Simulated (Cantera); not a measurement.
Silicon etching in halogen gases: Si + NF₃

A closed system holds: 1 mol Si, 1.6 mol NF₃, at 13300 Pa.

These are equilibrium values from Cantera (NASA tables, ideal gas, pure condensed phases), not measurements of a reactor. Candidate condensed phases: Si, Si₃N₄; 16 gas species. The numbers say what is thermodynamically allowed, not how fast it happens.

From 723 K to 1523 K nothing is condensed. The main Si-bearing gas is SiF₄ throughout.

```
T (K)  x SiF₄   x N₂      x F     x F₂     x NF₃
-----  ------  -----  -------  -------  --------
723     0.503  0.349  0.00124   0.0407     0.107
823     0.470  0.356   0.0112    0.122    0.0400
923     0.447  0.355   0.0450    0.146   0.00664
1023    0.429  0.343    0.113    0.114  0.000862
1123    0.409  0.327    0.200   0.0632   9.09e-5
1223    0.395  0.316    0.264   0.0257   7.57e-6
1323    0.388  0.311    0.292  0.00915   6.22e-7
1423    0.386  0.309    0.302  0.00337   6.21e-8
1523    0.385  0.308    0.305  0.00137   7.98e-9
```
x: gas mole fraction; nothing condenses.
